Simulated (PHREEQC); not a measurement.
HCl is added in steps, without added water, to 1 kg of water holding 0.0025 mol NH3, 7.6e-07 mol H4SiO4 and 0.038 mol (CH3)4NCl, at 80 °C. O2 is buffered at 0.21 atm. No CO2 enters from the air. The run lets SiO2(a) precipitate or redissolve, and no other solid.

Base run: PHREEQC, ion-association model, phreeqc.dat. Each further column changes one thing. The table gives H3SiO4- (mol/kgw).

| HCl added (mol) | base | Davies equation for every ion | metal-ligand complexes left out | Debye-Hückel limiting law | all activity coefficients set to 1 |
|---|---|---|---|---|---|
| 0 | 2.73e-7 | 2.74e-7 | 2.73e-7 | … | 2.56e-7 |
| 0.005375 | 2.29e-13 | 2.37e-13 | 2.29e-13 | 2.67e-13 | 1.55e-13 |
| 0.01075 | 8.11e-14 | 8.44e-14 | 8.11e-14 | … | … |
| 0.01613 | 4.99e-14 | 5.20e-14 | 4.99e-14 | … | 3.26e-14 |
| 0.0215 | 3.63e-14 | 3.79e-14 | 3.63e-14 | 4.44e-14 | 2.34e-14 |
| 0.02687 | 2.87e-14 | 3.00e-14 | 2.87e-14 | 3.56e-14 | 1.82e-14 |
| 0.03225 | 2.38e-14 | 2.49e-14 | 2.38e-14 | 3.00e-14 | 1.49e-14 |
| 0.03762 | 2.04e-14 | 2.14e-14 | 2.04e-14 | … | … |
| 0.043 | 1.79e-14 | 1.88e-14 | 1.79e-14 | 2.32e-14 | … |

Q: Some entries are withheld; supply them.

A: 
- 0, Debye-Hückel limiting law: 2.77e-7
- 0.01075, Debye-Hückel limiting law: 9.63e-14
- 0.01075, all activity coefficients set to 1: 5.39e-14
- 0.01613, Debye-Hückel limiting law: 6.02e-14
- 0.03762, Debye-Hückel limiting law: 2.61e-14
- 0.03762, all activity coefficients set to 1: 1.27e-14
- 0.043, all activity coefficients set to 1: 1.10e-14

(CH3)4N+ isn't in the database: it is added as a free cation with an ion size of 4 Å. At this temperature some constants are extrapolated from 25 °C, and those without enthalpy data are left unchanged.
